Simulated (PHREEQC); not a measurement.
H2SO4 is added in steps, without added water, to 1 kg of water holding 0.001 mol BaCl2, 5.3e-06 mol CO2 and 0.011 mol NaCl, at 25 °C. CO2 is held at log p = -2 (atm). The run lets Barite, Burkeite, Halite, Mirabilite, Nahcolite, Natron, Thenardite, Trona precipitate or redissolve, and no other solid.

Base run: PHREEQC, Pitzer model, pitzer.dat. Each further column changes one thing. The table gives Ba in solution (mol/kgw).

| H2SO4 added (mol) | base | database phreeqc.dat | database phreeqc.dat, Davies equation for every ion | database phreeqc.dat, all activity coefficients set to 1 | database phreeqc.dat, Debye-Hückel limiting law |
|---|---|---|---|---|---|
| 0 | 0.00100 | 0.00100 | 0.00100 | 0.00100 | 0.00100 |
| 0.00045 | 0.000551 | 0.000551 | 0.000551 | 0.000550 | 0.000551 |
| 0.00135 | 1.30e-6 | 1.32e-6 | 1.33e-6 | 6.08e-7 | [?] |
| 0.0018 | 6.13e-7 | 6.61e-7 | 6.66e-7 | 3.20e-7 | 7.65e-7 |
| 0.0027 | 3.30e-7 | 3.86e-7 | 3.88e-7 | [?] | 4.47e-7 |
| 0.00315 | 2.76e-7 | 3.34e-7 | 3.36e-7 | [?] | 3.88e-7 |
| 0.00405 | 2.17e-7 | 2.76e-7 | 2.77e-7 | 1.53e-7 | 3.22e-7 |
| 0.0045 | 1.99e-7 | 2.58e-7 | 2.59e-7 | 1.45e-7 | 3.02e-7 |
| 0.0054 | 1.73e-7 | 2.33e-7 | 2.33e-7 | 1.34e-7 | 2.74e-7 |
| 0.00585 | 1.64e-7 | 2.24e-7 | 2.24e-7 | [?] | 2.64e-7 |
| 0.00675 | 1.50e-7 | 2.10e-7 | 2.10e-7 | 1.24e-7 | 2.48e-7 |
| 0.0072 | 1.44e-7 | 2.04e-7 | 2.04e-7 | 1.21e-7 | [?] |

Problem. Complete the blanks.

Solution. 
- 0.00135, database phreeqc.dat, Debye-Hückel limiting law: 1.53e-6
- 0.0027, database phreeqc.dat, all activity coefficients set to 1: 2.01e-7
- 0.00315, database phreeqc.dat, all activity coefficients set to 1: 1.78e-7
- 0.00585, database phreeqc.dat, all activity coefficients set to 1: 1.30e-7
- 0.0072, database phreeqc.dat, Debye-Hückel limiting law: 2.43e-7

 pitzer.dat has no redox and few complexes: it carries them in its interaction parameters. Solids allowed in the column 'database phreeqc.dat': Witherite, Barite, Halite. Solids allowed in the column 'database phreeqc.dat, Davies equation for every ion': Witherite, Barite, Halite. Solids allowed in the column 'database phreeqc.dat, all activity coefficients set to 1': Witherite, Barite, Halite. Solids allowed in the column 'database phreeqc.dat, Debye-Hückel limiting law': Witherite, Barite, Halite.
